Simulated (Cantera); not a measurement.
A closed system holds: 1 mol SiC, 0.011 mol O2, 57 mol H2, 0.047 mol N2O, equilibrated at 1425 °C and 4.40e-6 bar.

These are equilibrium values from Cantera (NASA tables, ideal gas, pure condensed phases), not measurements of a reactor. Candidate condensed phases: C, C6H6, C7H8, C8H18, H2O, Si, SiC, SiO2, Si2N2O, Si3N4; 151 gas species. Rates play no part.

Base state: H2 0.929, H 0.0665, Si 0.00219, CO 0.00116, N2 0.000745, HCN 9.53e-5, C2H2 (acetylene) 6.70e-5, SiC2 1.70e-5 (mole fractions); condensed: C(graphite) + SiC(s).

Question: What changes in the equilibrium state with this change: temperature from 1425 °C to 875 °C?

Answer: 
```tsv
species	before	after
H2	0.929	0.999
CO	0.00116	0.000749
N2	0.000745	0.000533
H	0.0665	3.42e-5
Si	0.00219	1.43e-9
SiO	4.72e-6	0.000169
C2H2 (acetylene)	6.70e-5	<1e-9
SiC2	1.70e-5	<1e-9
C(graphite), mol	0.0478	0
SiC(s), mol	0.867	0.957
Si2N2O(s), mol	0	0.0166
```
Mutual solubility and eutectic melting of coexisting phases are not modelled.

Question: What changes in the equilibrium state with this change: temperature from 1425 °C to 752 °C?

Answer: 
```tsv
species	before	after
H2	0.929	0.999
CO	0.00116	0.000806
N2	0.000745	0.000421
H	0.0665	2.08e-6
Si	0.00219	<1e-9
C2H2 (acetylene)	6.70e-5	<1e-9
SiC2	1.70e-5	<1e-9
Si2C	1.31e-5	<1e-9
C(graphite), mol	0.0478	0
SiC(s), mol	0.867	0.954
Si2N2O(s), mol	0	0.0230
```
Mutual solubility and eutectic melting of coexisting phases are not modelled.
